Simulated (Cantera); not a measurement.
A freely propagating, adiabatic, planar premixed flame of H2 : O2 : N2 : H2O = 1 : 0.521 : 1.96 : 0.06 (molar parts), equivalence ratio 0.96, unburnt at 300 K and 100.0 Torr; mixture-averaged transport, grid criteria slope 0.08 and curve 0.16, no radiation.

Computed with Cantera and the H2/O2 subset of GRI-Mech 3.0, which has no nitrogen chemistry. Burning velocities carry a grid error of a few per cent, more on coarse grids.

x: mole fraction of selected species; z is measured from the peak of heat release.

```
z (mm)  T (K)  u (m/s)    x H2    x O2      x O   x H2O      x H    x HO2
------  -----  -------  ------  ------  -------  ------  -------  -------
-14.6     300     1.88   0.282   0.147    <1e-8  0.0169    <1e-8    <1e-8
-9.70     300     1.88   0.282   0.147    <1e-8  0.0169    <1e-8    <1e-8
-7.28     300     1.88   0.282   0.147    <1e-8  0.0169    <1e-8    <1e-8
-4.85     300     1.88   0.282   0.147    <1e-8  0.0169    <1e-8    <1e-8
-2.43     302     1.89   0.281   0.148  1.43e-7  0.0170  2.45e-7  9.29e-6
-1.21     508     3.11   0.251   0.145  7.27e-5  0.0309  0.00293  9.49e-5
0         975     5.75   0.150   0.112  0.00343   0.111   0.0351  2.32e-5
1.21     1278     7.45  0.0566  0.0519   0.0104   0.218   0.0626  8.78e-6
2.43        …     8.20  0.0402       …   0.0115   0.245   0.0599        …
4.85     1553     8.92  0.0397  0.0324   0.0109   0.254   0.0484  3.96e-6
9.70     1703     9.69  0.0389       …        …   0.264        …        …
19.4     1848     10.4  0.0359  0.0248  0.00733   0.276   0.0247  2.07e-6
38.8     1984     11.0  0.0310  0.0210  0.00521   0.289   0.0156  1.47e-6
```

**Question.** What belongs in the gaps?

**Answer.** 
- 2.43, T (K): 1414
- 2.43, x O2: 0.0367
- 2.43, x HO2: 5.39e-6
- 9.70, x O2: 0.0287
- 9.70, x O: 0.00936
- 9.70, x H: 0.0358
- 9.70, x HO2: 2.89e-6
